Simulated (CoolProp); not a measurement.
Vapour-liquid equilibrium of nitrogen (1) + methane (2) at 101 K; x and y are mole fractions of (1).

Computed with CoolProp (multi-fluid Helmholtz-energy mixture model, Span 2000 and Setzmann 1991; pair parameters Kunz 2012).

Problem. Give the bubble pressure and the first vapour's composition at x = 0.2, 0.5, 0.65. Is there an azeotrope?

Solution. x = 0.2: 0.2795 MPa, y = 0.873; x = 0.5: 0.4974 MPa, y = 0.941; x = 0.65: 0.5858 MPa, y = 0.958. No azeotrope shows between x = 0.05 and 0.95.

The pair parameters rest on a limited set of measurements; away from them the model extrapolates. The gap from Raoult's law changes sign with composition, which may be real or a fault of the pair parameters; it wasn't checked against measurements.
